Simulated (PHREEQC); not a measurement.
0.79 g of hydrous ferric oxide (600 m²/g; 0.2 weak and 0.005 strong sites per Fe, Dzombak-Morel constants, diffuse double layer) in 1 kg of water with 0.3 mol/kgw of an inert sodium salt and 0.00051 mol Na2SO4, at 25 °C; the pH is set by adding NaOH or the inert anion's acid. Oxygen is held at 0.21 atm. No CO2 enters from the air. Precipitation was switched off in this run.

The series has 13 steps of pH, from 3 to 11.

Equilibrium calculation in PHREEQC: ion-association model, wateq4f.dat.

Problem. Near which pH is half of the S sorbed, and on which side is more sorbed?

Solution. Near pH 5.2, with more sorbed at lower pH.

The oxide is taken as insoluble; below pH 4 it would dissolve.
